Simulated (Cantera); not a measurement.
Input: 1 mol SiHCl3, 0.38 mol Cl2, 3.6 mol H2, 0.032 mol HCl, held at 600 °C and 1.33 mbar.

Equilibrium computed with Cantera from the NASA thermochemical tables; the gas is ideal and each condensed phase is pure. Candidate condensed phases: Si; 19 gas species. The tables' values for SiCl3 are old estimates; treat these amounts as uncertain. The numbers say what is thermodynamically allowed, not how fast it happens.

**Question.** What is the equilibrium state?

**Answer.** 
| Item | Result |
|---|---|
| x(H2) | 0.794 |
| x(SiCl4) | 0.169 |
| x(HCl) | 0.0187 |
| x(SiHCl3) | 0.0154 |
| x(SiCl3) | 0.00127 |
| x(SiCl2) | 0.000558 |
| x(SiH2Cl2) | 0.000128 |
| n(Si(s)) | 0.0528 mol |
| gas amount | 5.071 mol |
